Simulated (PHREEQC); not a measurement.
Consider water at 9 °C with 0.17 mol H2SO4 and 0.031 mol CuSO4 per kg of water. Closed to the air; pH follows from the charge balance.

Equilibrium calculation in PHREEQC: ion-association model, wateq4f.dat.

| quantity | before | after |
|---|---|---|
| pH | 0.83 | 1.67 |
| ionic strength (mol/kgw) | 0.289 | 0.0414 |
| HSO4- (mol/kgw) | 0.151 | 0.00904 |

Task: What was changed between the two runs?
A. temperature from 9 to 25 °C
B. diluted 10-fold with water
C. H2SO4 from 0.17 to 0.153 mol/kgw
D. 0.018 mol/kgw CO2 added
E. CuSO4 from 0.031 to 0.0031 mol/kgw

Result: B, diluted 10-fold with water

No solid was allowed to form. Constants without temperature data keep their 25 °C values here.
